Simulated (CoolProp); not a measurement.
Vapour-liquid equilibrium of ethane (1) + CHF3 (R23) (2) at 4.02 bar; x and y are mole fractions of (1).

Computed with CoolProp (multi-fluid Helmholtz-energy mixture model, Bücker 2006 and Penoncello 2003; pair parameters Bell 2016).

Give the bubble temperature and the first vapour's composition at x = 0.05, 0.2, 0.875. Is there an azeotrope?

x = 0.05: 212.3 K, y = 0.268; x = 0.2: 205.3 K, y = 0.507; x = 0.875: 206.9 K, y = 0.675. y crosses x between x = 0.5 and 0.575: the model has an azeotrope there.

Pair parameters are fitted to limited data, so mixtures are less certain than the pure fluids. With so large a gap from Raoult's law the liquid may split in two, which this calculation doesn't test in full.
